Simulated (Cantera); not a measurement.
Charge: 1 mol (CH3)2SiCl2, 0.62 mol C3H8, 9.7 mol H2, equilibrated at 49.5 Torr.

These are equilibrium values from Cantera (NASA tables, ideal gas, pure condensed phases), not measurements of a reactor. Candidate condensed phases: C, C6H6, C7H8, C8H18, Si, SiC; 109 gas species. The feed counts by its element totals alone. Rates play no part.

Question: What share of the Si ends up in condensed phases as a function of T (°C), at 825, 900, 975, 1050, 1125, 1200, 1275?

Answer: 
| T (°C) | Si condensed (%) | as |
|---|---|---|
| 825 | 95.1 | SiC(s) |
| 900 | 98.3 | SiC(s) |
| 975 | 99.3 | SiC(s) |
| 1050 | 99.5 | SiC(s) |
| 1125 | 99.5 | SiC(s) |
| 1200 | 99.3 | SiC(s) |
| 1275 | 99.1 | SiC(s) |
